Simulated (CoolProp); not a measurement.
The fluid at 298.15 K and 0.113 MPa flows at 0.55 m/s in a round tube of 12.7 mm bore and 0.25 µm roughness, fully developed (64/Re and Nu = 3.66 if laminar; Colebrook and Gnielinski if turbulent). The same conditions are run with several fluids, on thermodynamics alone (safety and materials aside).

Model: reference Helmholtz-energy equation of state of each fluid (nitrogen: Span 2000; carbon dioxide: Span 1996; normal hydrogen: Leachman 2009), in CoolProp.

### Question
Rank nitrogen, carbon dioxide, normal hydrogen by Reynolds number, highest first.

### Answer
carbon dioxide (945), nitrogen (501), normal hydrogen (72.1)

| fluid | Darcy friction factor | pressure drop (Pa/m) | heat-transfer coefficient (W/(m² K)) | mass flow (kg/h) |
|---|---|---|---|---|
| nitrogen | 0.128 | 1.94 | 7.45 | 0.320 |
| carbon dioxide | 0.0677 | 1.63 | 4.80 | 0.506 |
| normal hydrogen | 0.888 | 0.971 | 53.6 | 0.0230 |

Transport values come from each fluid's own correlations.
